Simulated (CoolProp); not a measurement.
Saturation properties of propylene.

The numbers come from the reference Helmholtz-energy equation of state, Lemmon 2013 in CoolProp.

| T (K) | p (MPa) | vapour density (kg/m³) | enthalpy of vaporisation (kJ/kg) | liquid cp (kJ/(kg K)) | liquid viscosity (µPa s) |
|---|---|---|---|---|---|
| 225.2 | 0.09981 | 2.326 | ? | 2.188 | 196 |
| 231 | 0.1291 | 2.954 | 432.7 | 2.210 | 184 |
| 236.7 | 0.1639 | 3.692 | 426.1 | 2.234 | 173 |
| 242.5 | 0.2064 | 4.579 | 419.2 | 2.260 | 163 |
| 248.2 | 0.2558 | 5.603 | 412.1 | 2.288 | 154 |
| 254 | 0.3149 | 6.817 | 404.6 | 2.319 | 145 |
| 259.7 | 0.3823 | 8.198 | 397.0 | ? | 137 |
| 265.5 | 0.4616 | 9.818 | 388.9 | 2.388 | 129 |
| 271.2 | 0.5508 | 11.65 | 380.5 | 2.427 | 123 |
| 277 | 0.6541 | 13.77 | 371.6 | 2.470 | 116 |
| 282.7 | 0.7689 | 16.15 | 362.4 | 2.516 | 110 |
| 288.5 | 0.9003 | 18.91 | 352.6 | 2.568 | 104 |
| 294.2 | 1.045 | 22.00 | 342.3 | 2.625 | 98.7 |
| 300 | 1.209 | 25.57 | 331.3 | 2.691 | 93.4 |
| 305.7 | 1.387 | 29.57 | 319.7 | ? | 88.4 |

Q: Complete the blanks.

A: 
- 225.2, enthalpy of vaporisation (kJ/kg): 439.3
- 259.7, liquid cp (kJ/(kg K)): 2.352
- 305.7, liquid cp (kJ/(kg K)): 2.765

It boils at 225.5 K under 1 atm.

Viscosity comes from a separate model (Huber 2003), an estimate that may be off by 10 % or more.
